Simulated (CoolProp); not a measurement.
Vapour-liquid equilibrium of ammonia (1) + n-pentane (2) at 377.1 K; x and y are mole fractions of (1).

Values from CoolProp's multi-fluid Helmholtz-energy mixture model, Gao 2020 and Thol 2019; pair parameters Bell 2016.

| x | bubble pressure (bar) | y at the bubble point | dew pressure at overall composition x (bar) | liquid density (mol/L) |
|---|---|---|---|---|
| 0.05 | 10.63 | 0.365 | (withheld) | 7.652 |
| 0.125 | 18.39 | (withheld) | 7.515 | 8.098 |
| 0.2 | 26.83 | 0.729 | (withheld) | 8.575 |
| 0.275 | 34.70 | 0.780 | 9.230 | 9.084 |
| 0.35 | 41.15 | (withheld) | 10.37 | 9.624 |
| 0.425 | 45.97 | 0.819 | 11.80 | 10.20 |
| 0.5 | (withheld) | 0.828 | 13.66 | 10.81 |
| 0.575 | 52.25 | 0.836 | 16.22 | 11.50 |
| 0.65 | (withheld) | 0.846 | (withheld) | 12.31 |
| 0.725 | 57.77 | 0.860 | 26.32 | 13.41 |
| 0.8 | 60.92 | 0.883 | 39.71 | 15.10 |
| 0.875 | 63.96 | 0.915 | 59.98 | 17.87 |
| 0.95 | 66.44 | 0.961 | (withheld) | 22.19 |

**Question.** Complete the blanks.

**Answer.** 
- 0.05, dew pressure at overall composition x (bar): 6.856
- 0.125, y at the bubble point: 0.622
- 0.2, dew pressure at overall composition x (bar): 8.295
- 0.35, y at the bubble point: 0.805
- 0.5, bubble pressure (bar): 49.47
- 0.65, bubble pressure (bar): 54.89
- 0.65, dew pressure at overall composition x (bar): 20.00
- 0.95, dew pressure at overall composition x (bar): 65.99

No azeotrope shows between x = 0.05 and 0.95.

Pair parameters are fitted to limited data, so mixtures are less certain than the pure fluids.
